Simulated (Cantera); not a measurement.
Charge: 1 mol C3H6, 1.7 mol NH3, held at 6000 Torr.

Method: chemical equilibrium by Gibbs-energy minimisation in Cantera with the NASA 1993 tables (ideal gas, pure condensed phases). Candidate condensed phases: C, C6H6, C7H8, C8H18; 110 gas species. Ions and electrons are included (thermal ionisation). Rates play no part. All values below are at 4227 °C.

Base state: H 0.561, H2 0.210, N2 0.0510, HCN 0.0301, C2H 0.0295, C3 0.0263, C 0.0219, CN 0.0212 (mole fractions); condensed: gas only.

Task: What changes in the equilibrium state with this change: NH3 from 1.7 to 0.95 mol?

Result: 
| species | before | after |
|---|---|---|
| H | 0.561 | 0.557 |
| H2 | 0.210 | 0.207 |
| C3 | 0.0263 | 0.0395 |
| N2 | 0.0510 | 0.0303 |
| C2H | 0.0295 | 0.0383 |
| C2 | 0.0132 | 0.0173 |
| C2H2 (acetylene) | 0.0163 | 0.0210 |
| C | 0.0219 | 0.0250 |
| HCN | 0.0301 | 0.0264 |
| HNC | 0.0124 | 0.0108 |
| CN | 0.0212 | 0.0187 |
| C6H2 | 1.80e-5 | 3.98e-5 |
| C5 | 0.000685 | 0.00134 |
| C4 | 0.000436 | 0.000746 |
| C4H2 | 0.000512 | 0.000864 |
| C3H3 (propargyl) | 1.08e-5 | 1.58e-5 |

Task: What changes in the equilibrium state with this change: pressure from 6000 Torr to 75.0 Torr?

Result: 
| species | before | after |
|---|---|---|
| H | 0.561 | 0.750 |
| C | 0.0219 | 0.163 |
| N2 | 0.0510 | 0.0464 |
| H2 | 0.210 | 0.00471 |
| C2H2 (acetylene) | 0.0163 | 3.18e-6 |
| C2H | 0.0295 | 0.000344 |
| HNC | 0.0124 | 0.000165 |
| HCN | 0.0301 | 0.000401 |
| C3 | 0.0263 | 0.00172 |
| C2 | 0.0132 | 0.00920 |
| CN | 0.0212 | 0.0169 |
| C4H2 | 0.000512 | <1e-9 |
| CH3 | 7.83e-5 | 2.73e-9 |
| C6H2 | 1.80e-5 | <1e-9 |
| C2H3 (vinyl) | 1.45e-5 | <1e-9 |
| C3H3 (propargyl) | 1.08e-5 | <1e-9 |
